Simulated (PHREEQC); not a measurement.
Make-up at 20 °C: 0.089 mol/kgw CdCl2 and 0.0004 mol/kgw CaBr2. Closed to the air; pH follows from the charge balance.

Equilibrium calculation in PHREEQC: ion-association model, phreeqc.dat.

| quantity | before | after |
|---|---|---|
| pH | 5.43 | 6.56 |
| ionic strength (mol/kgw) | 0.114 | 0.00248 |
| Cl- (mol/kgw) | 0.0937 | 0.00168 |
| CdCl+ (mol/kgw) | 0.0571 | 1.00e-4 |
| Cd+2 (mol/kgw) | 0.0183 | 0.000789 |
| CdCl2 (mol/kgw) | 0.0126 | 6.15e-7 |
| SI of Cd(OH)2 (Cd(OH)2) | -4.96 | -3.73 |

Question: Which change was made?
(A) diluted 5-fold with water
(B) CaBr2 left out
(C) CaBr2 replaced by CaSO4 at the same molality
(D) CaBr2 from 0.0004 to 4e-05 mol/kgw
(E) diluted 100-fold with water

Answer: E, diluted 100-fold with water

No solid was allowed to form.
